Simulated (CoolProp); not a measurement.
Saturated liquid density (kg/m³) of methanol: the reference equation beside estimates from Tc = 240.2 °C, pc = 8.216 MPa, ω = 0.565. Rackett uses Z = 0.29056 − 0.08775 ω.

Model: reference Helmholtz-energy equation of state, de Reuck 1993, in CoolProp.

| T (°C) | reference | Rackett | van der Waals | Redlich-Kwong | Peng-Robinson |
|---|---|---|---|---|---|
| 98.25 | 712.9 | 685.8 | 344.7 | 497.3 | 614.8 |
| 102.05 | 708.6 | 680.6 | 342.3 | 493.0 | 610.4 |
| 105.75 | 704.4 | 675.4 | 339.9 | 488.8 | 605.9 |
| 109.45 | 700.1 | 670.2 | 337.5 | 484.4 | 601.4 |
| 113.15 | 695.7 | 665.0 | 335.1 | 480.1 | 596.8 |
| 116.85 | 691.2 | 659.7 | 332.6 | 475.6 | 592.0 |
| 120.55 | 686.6 | 654.3 | 330.0 | 471.1 | 587.1 |
| 124.25 | 681.9 | 648.8 | 327.5 | 466.5 | 582.1 |
| 127.95 | 677.2 | 643.3 | 324.9 | 461.8 | 576.9 |

Absolute difference from the reference over all 9 rows, mean and median: Rackett 4.4 and 4.4 %, van der Waals 51.8 and 51.8 %, Redlich-Kwong 31.0 and 31.0 %, Peng-Robinson 14.2 and 14.2 %.
